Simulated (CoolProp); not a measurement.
R21 along the isotherm 460 K: density (kg/m³) from the reference equation and from simpler models built on Tc = 452.7 K, pc = 5.289 MPa, ω = 0.206; each cubic takes its own stable root.

Model: reference Helmholtz-energy equation of state, Platzer 1990, in CoolProp. This equation is an older, rougher fit; its heat capacities, sound speeds and derivatives of the liquid may be far off and weren't checked against measurements.

```
p (MPa)          phase  reference
-------  -------------  ---------
0.0418             gas      1.128
0.0614             gas      1.658
0.0901             gas      2.438
0.132              gas      3.581
0.194              gas      5.283
0.285              gas      7.805
0.418              gas      11.54
0.614              gas      17.18
0.901              gas      25.70
1.32               gas      38.82
1.94               gas      60.00
2.85               gas      96.27
4.18               gas      169.7
6.14     supercritical      641.7
9.01     supercritical      863.4
13.2     supercritical      948.8
```

How far does each simpler model (ideal gas, van der Waals, Redlich-Kwong, Soave-Redlich-Kwong) lie from the reference over these 16 states: mean and median of the absolute difference, and the worst?


- ideal gas: mean 18.8 %, median 4.7 %, worst -74.3 % at 460 K and 6.14 MPa
- van der Waals: mean 5.4 %, median 0.5 %, worst -27.2 % at 460 K and 9.01 MPa
- Redlich-Kwong: mean 2.4 %, median 0.1 %, worst -13.1 % at 460 K and 9.01 MPa
- Soave-Redlich-Kwong: mean 2.7 %, median 0.0 %, worst -16.1 % at 460 K and 6.14 MPa
